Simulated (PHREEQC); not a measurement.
A solution holds 0.022 mol/kgw NaCl and 0.0083 mol/kgw NH3, at 63 °C. Closed to the air; pH follows from the charge balance.

Model: ion-association model, phreeqc.dat, run in PHREEQC.

Each row changes one thing in this solution. This is a speciation only: nothing precipitates in the calculation.

```
case                                            pH  ionic strength (mol/kgw)
--------------------------------------------  ----  ------------------------
as made                                       9.53                    0.0225
NaCl from 0.022 to 0.0022 mol/kgw             9.53                   0.00261
temperature from 63 to 50 °C                     ?                    0.0225
NaCl left out                                 9.53                         ?
diluted 10-fold with water                    9.01                         ?
NH3 left out                                  6.47                    0.0220
0.0021 mol/kgw Na2SO4 added                   9.53                    0.0284
NaCl replaced by Na2SO4 at the same molality     ?                    0.0622
```

**Question.** Some entries are withheld; supply them.

**Answer.** 
- temperature from 63 to 50 °C, pH: 9.85
- NaCl left out, ionic strength (mol/kgw): 0.000393
- diluted 10-fold with water, ionic strength (mol/kgw): 0.00232
- NaCl replaced by Na2SO4 at the same molality, pH: 9.55

At this temperature some constants are extrapolated from 25 °C, and those without enthalpy data are left unchanged.
